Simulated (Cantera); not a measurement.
Charge: 1 mol S, 0.028 mol O2, 0.32 mol N2, at 3373 K and 480000 Pa.

Cantera equilibrium calculation (NASA polynomials, part measured and part estimated; ideal gas, pure solids and liquids). Candidate condensed phases: S; 17 gas species. Kinetics and transport are ignored.

Base state: S2 0.407, N2 0.340, S 0.195, SO 0.0515, SO2 0.00258, S2O 0.00153, SN 0.00149, O 0.000877 (mole fractions); condensed: gas only.

**Question.** What changes in the equilibrium state with this change: temperature from 3373 K to 2350 K?

**Answer.** 
```
species    before    after
-------  --------  -------
S2          0.407    0.564
N2          0.340    0.381
SO         0.0515   0.0231
S           0.195  0.00768
SO2       0.00258   0.0188
N         3.15e-5  1.88e-8
O        0.000877  2.47e-6
O2        2.95e-5  6.73e-7
NO       0.000556  2.16e-5
SN        0.00149  8.37e-5
```

**Question.** What changes in the equilibrium state with this change: pressure from 480000 Pa to 160000 Pa?

**Answer.** 
```csv
species,before,after
S2,0.407,0.324
N2,0.340,0.320
S,0.195,0.301
SO,0.0515,0.0499
S2O,0.00153,0.000762
O,0.000877,0.00165
N,3.15e-5,5.30e-5
SO2,0.00258,0.00156
```
